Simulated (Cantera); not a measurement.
Feed: 1 mol SiC, 1.9 mol H2, held at 1748 K and 100000 Pa.

These are equilibrium values from Cantera (NASA tables, ideal gas, pure condensed phases), not measurements of a reactor. Candidate condensed phases: C, C6H6, C7H8, C8H18, Si, SiC; 87 gas species. Gases not in the tables: Si2H6 and higher silanes. Rates play no part.

Base state: H2 1.000, H 0.000228, CH4 2.08e-5, SiH2 1.71e-5 (mole fractions); condensed: SiC(s).

Q: What changes in the equilibrium state with this change: temperature from 1748 K to 2725 K?

A: 
```json
[
 {"species": "H2", "before": "1.000", "after": "0.907"},
 {"species": "H", "before": "0.000228", "after": "0.0594"},
 {"species": "Si", "before": "1.21e-6", "after": "0.0137"},
 {"species": "SiC2", "before": "<1e-9", "after": "0.00254"},
 {"species": "Si2C", "before": "9.68e-9", "after": "0.00332"},
 {"species": "C2H2 (acetylene)", "before": "5.78e-8", "after": "0.00924"},
 {"species": "C2H", "before": "<1e-9", "after": "6.72e-5"},
 {"species": "Si2", "before": "5.19e-9", "after": "0.000307"},
 {"species": "SiC(s), mol", "before": "1.000", "after": "0.945"}
]
```

Q: What changes in the equilibrium state with this change: SiC replaced by Al2O3?

A: 
| species | before | after |
|---|---|---|
| H2 | 1.000 | 1.000 |
| H | 0.000228 | 0.000228 |
| CH4 | 2.08e-5 | 0 |
| SiH2 | 1.71e-5 | 0 |
| SiC(s), mol | 1.000 | 0 |
| Al2O3(s), mol | 0 | 1.000 |
Further candidate phases: Al, Al2O3, H2O.
